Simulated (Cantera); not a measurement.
# SiC + Si + N₂ (sublimation and decomposition of ceramics)

Feed: 1 mol SiC, 0.007 mol Si, 0.032 mol N₂, at 10000 Pa.

Equilibrium computed with Cantera from the NASA thermochemical tables; the gas is ideal and each condensed phase is pure. Candidate condensed phases: C, Si, SiC, Si₃N₄; 32 gas species. Ions and electrons are included (thermal ionisation). The tables' values for SiN are old estimates; treat these amounts as uncertain. Equilibrium is a limit: real reactors are often held back by kinetics, nucleation or transport.

| T (K) | log p Si | log p C | log p SiC₂ | log p Si₂C | log p C₃ | log p C₂ | log p N₂ | log p CN | n C(graphite) |
|---|---|---|---|---|---|---|---|---|---|
| 3000 | -1.35 | -4.30 | -1.42 | -1.92 | -3.51 | -4.50 | -2.48 | -3.73 | 0.178 |
| 3500 | -1.27 | -2.77 | -1.48 | -2.95 | -2.27 | -2.98 | -2.64 | -2.99 | 0 |
| 4000 | -1.22 | -1.87 | -2.02 | -3.99 | -2.08 | -2.32 | -2.90 | -2.74 | 0 |
| 4500 | -1.27 | -1.44 | -3.06 | -5.24 | -2.73 | -2.35 | -3.09 | -2.81 | 0 |
| 5000 | -1.31 | -1.34 | -4.37 | -6.47 | -3.99 | -2.86 | -3.15 | -3.06 | 0 |
log p: log10 of the partial pressure in bar; n: condensed amount in mol.

At 3000 K the condensed part is C(graphite). From 3500 K to 5000 K nothing is condensed. The main Si-bearing gas is Si throughout.
